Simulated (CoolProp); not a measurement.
Properties of ammonia at several states (Tc = 405.6 K, pc = 11.36 MPa, ω = 0.256).

Values from CoolProp's reference Helmholtz-energy equation of state, Gao 2020.

```tsv
T (K)	p (MPa)	phase	density (kg/m³)	speed of sound (m/s)	conductivity (mW/(m K))	Prandtl number
485.7	0.0148	gas	0.06243	544.6	50.7	0.831
657.1	39.2	supercritical	141.9	635.1	117	0.978
438.3	0.0192	gas	0.08977	519.8	43.0	0.844
479	0.121	gas	0.5185	540.6	49.7	0.834
341.6	0.619	gas	3.862	453.5	30.0	0.930
252.3	0.188	liquid	666.1	1656	624	1.56
```

Viscosity comes from a separate model (Fenghour 1995). Thermal conductivity comes from a separate model (Tufeu 1984).
